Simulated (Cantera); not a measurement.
Feed: 1 mol borazine, 0.14 mol O₂, 14 mol H₂, 1.3 mol H₂O, held at 1.33 mbar.

Method: chemical equilibrium by Gibbs-energy minimisation in Cantera with the NASA 1993 tables (ideal gas, pure condensed phases). Candidate condensed phases: B, BN, B₂O₃, B₃O₃H₃, H₂O; 39 gas species. The feed counts by its element totals alone. Mutual solubility and eutectic melting of coexisting phases are not modelled. Kinetics and transport are ignored.

Problem. What share of the B ends up in condensed phases as a function of T (°C), at 1425, 1475, 1525, 1575, 1625, 1675, 1725, 1775, 1825, 1875, 1925, 1975?

Solution. 
```json
[
 {"T (°C)": "1425", "B condensed (%)": "49.6", "as": "BN(s)"},
 {"T (°C)": "1475", "B condensed (%)": "48.4", "as": "BN(s)"},
 {"T (°C)": "1525", "B condensed (%)": "47.8", "as": "BN(s)"},
 {"T (°C)": "1575", "B condensed (%)": "47.5", "as": "BN(s)"},
 {"T (°C)": "1625", "B condensed (%)": "47.2", "as": "BN(s)"},
 {"T (°C)": "1675", "B condensed (%)": "46.9", "as": "B(s) + BN(s)"},
 {"T (°C)": "1725", "B condensed (%)": "46.7", "as": "B(s)"},
 {"T (°C)": "1775", "B condensed (%)": "46.4", "as": "B(s)"},
 {"T (°C)": "1825", "B condensed (%)": "46.0", "as": "B(s)"},
 {"T (°C)": "1875", "B condensed (%)": "45.3", "as": "B(s)"},
 {"T (°C)": "1925", "B condensed (%)": "44.2", "as": "B(s)"},
 {"T (°C)": "1975", "B condensed (%)": "42.4", "as": "B(s)"}
]
```
